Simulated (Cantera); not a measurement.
## Gas-phase reforming

An isothermal, constant-pressure homogeneous reactor starts with 52.1 % CH₄, 42.7 % H₂O, 5.21 % H₂, at 1825 K and 1.00 bar.

Cantera simulation using GRI-Mech 3.0 (53 species, 325 reactions); the numbers are that mechanism's predictions, not measurements.

| t (s) | x CH₄ | x H₂O | x H₂ | x O | x OH |
|---|---|---|---|---|---|
| 5.00e-6 | 0.520 | 0.427 | 0.0525 | 2.01e-10 | 2.87e-6 |
| 1.46e-5 | 0.517 | 0.427 | 0.0537 | 1.18e-9 | 7.00e-6 |
| 4.29e-5 | 0.507 | 0.425 | 0.0601 | 3.98e-9 | 1.31e-5 |
| 0.000126 | 0.461 | 0.416 | 0.0964 | 7.05e-9 | 1.81e-5 |
| 0.000368 | 0.349 | 0.384 | 0.203 | 4.66e-9 | 1.60e-5 |
| 0.00108 | 0.217 | 0.341 | 0.339 | 2.69e-9 | 1.36e-5 |
| 0.00316 | 0.110 | 0.302 | 0.449 | 1.95e-9 | 1.22e-5 |
| 0.00926 | 0.0492 | 0.265 | 0.522 | 1.71e-9 | 1.11e-5 |
| 0.0271 | 0.0282 | 0.215 | 0.576 | 1.51e-9 | 8.98e-6 |
| 0.0795 | 0.0207 | 0.144 | 0.635 | 1.12e-9 | 5.69e-6 |
| 0.233 | 0.0135 | 0.0739 | 0.692 | 6.59e-10 | 2.77e-6 |
| 0.683 | 0.00792 | 0.0261 | 0.731 | 2.66e-10 | 9.48e-7 |
| 2.00 | 0.00518 | 0.00436 | 0.749 | 4.77e-11 | 1.56e-7 |
x: mole fraction; the columns are a selection and need not sum to one.

Equilibrium at this temperature and pressure: CH₄ 0.00461, H₂O 3.58e-6, H₂ 0.753, O <1e-12, OH 1.28e-10 (gas phase only).
